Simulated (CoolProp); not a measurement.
A simple Rankine cycle with R1336mzz(Z): condensing at 304.15 K, boiler at 1.13 MPa, turbine inlet 399.6 K, turbine efficiency 0.85, pump efficiency 0.8, no recuperator. Each further row changes one setting.

Values from CoolProp's reference Helmholtz-energy equation of state, McLinden 2020.

```csv
case,thermal efficiency (%),net work (kJ/kg),heat in (kJ/kg),turbine exit temperature (K),volume ratio over the turbine
as stated,14.4,34.2,237,345.0,13.7
turbine inlet 419.6 K,14.2,37.3,261,366.9,13.0
condensing temperature 296.15 K,15.6,38.6,247,339.8,18.6
boiler pressure 0.791 MPa,12.7,31.2,245,356.2,8.87
turbine efficiency 0.75,12.7,30.1,237,349.3,13.9
```
